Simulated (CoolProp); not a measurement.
CH2F2 (R32) along the isotherm 108.05 °C: fugacity coefficient from the reference equation and from simpler models built on Tc = 78.1 °C, pc = 5.783 MPa, ω = 0.277; each cubic takes its own stable root.

The numbers come from the reference Helmholtz-energy equation of state, Tillner-Roth 1997 in CoolProp.

| p (MPa) | phase | reference | van der Waals | Redlich-Kwong | Soave-Redlich-Kwong | Peng-Robinson |
|---|---|---|---|---|---|---|
| 0.183 | gas | 0.9909 | 0.9923 | 0.9915 | 0.9919 | 0.9908 |
| 0.309 | gas | 0.9846 | 0.9870 | 0.9857 | 0.9864 | 0.9845 |
| 0.521 | gas | 0.9741 | 0.9782 | 0.9759 | 0.9770 | 0.9740 |
| 0.879 | gas | 0.9566 | 0.9632 | 0.9596 | 0.9614 | 0.9563 |
| 1.48 | gas | 0.9275 | 0.9382 | [?] | 0.9355 | 0.9272 |
| 2.5 | gas | 0.8793 | [?] | 0.8869 | 0.8921 | 0.8790 |
| 4.22 | gas | 0.8010 | 0.8248 | 0.8120 | [?] | 0.8013 |
| 7.13 | supercritical | 0.6753 | 0.7001 | [?] | 0.7050 | 0.6783 |
| 12 | supercritical | [?] | 0.5240 | 0.5158 | 0.5422 | 0.5133 |
| 20.3 | supercritical | 0.3585 | 0.4142 | 0.3918 | 0.4169 | 0.3859 |
| 34.3 | supercritical | [?] | 0.3771 | 0.3296 | 0.3537 | 0.3165 |
| 57.8 | supercritical | 0.2545 | 0.4315 | 0.3283 | 0.3548 | 0.3018 |

Q: Fill in the missing entries.

A: 
- 1.48, Redlich-Kwong: 0.9323
- 2.5, van der Waals: 0.8959
- 4.22, Soave-Redlich-Kwong: 0.8210
- 7.13, Redlich-Kwong: 0.6883
- 12, reference: 0.4970
- 34.3, reference: 0.2813
